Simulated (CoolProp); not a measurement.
Vapour-liquid equilibrium of n-decane (1) + n-dodecane (2) at 127.55 °C; x and y are mole fractions of (1).

Computed with CoolProp (multi-fluid Helmholtz-energy mixture model, Lemmon 2006 and Lemmon 2004; pair parameters Bell 2016).

Task: Give the bubble pressure and the first vapour's composition at x = 0.05, 0.55, 0.95. Is there an azeotrope?

Result: x = 0.05: 0.07599 bar, y = 0.165; x = 0.55: 0.1740 bar, y = 0.826; x = 0.95: 0.2515 bar, y = 0.986. No azeotrope shows between x = 0.05 and 0.95.

The pair parameters rest on a limited set of measurements; away from them the model extrapolates.
